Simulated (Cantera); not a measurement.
Input: 1 mol Si, 0.44 mol CO₂, 100 mol N₂, at 1373.15 K and 0.133 bar.

Cantera equilibrium calculation (NASA polynomials, part measured and part estimated; ideal gas, pure solids and liquids). Candidate condensed phases: C, Si, SiC, SiO₂, Si₂N₂O, Si₃N₄; 34 gas species. N₂ is the only nitrogen source here; it is nearly inert below about 1500 K, so the nitride shown seldom forms there in practice. Kinetics and transport are ignored.

Base state: N₂ 0.996, CO 0.00380 (mole fractions); condensed: C(graphite) + Si₂N₂O(s).

Question: What changes in the equilibrium state with this change: CO₂ from 0.44 to 0.32 mol?

Answer: 
```csv
species,before,after
N₂,0.996,0.999
CO,0.00380,0.00141
"C(graphite), mol",0.0600,0.180
"Si₂N₂O(s), mol",0.500,0.500
```
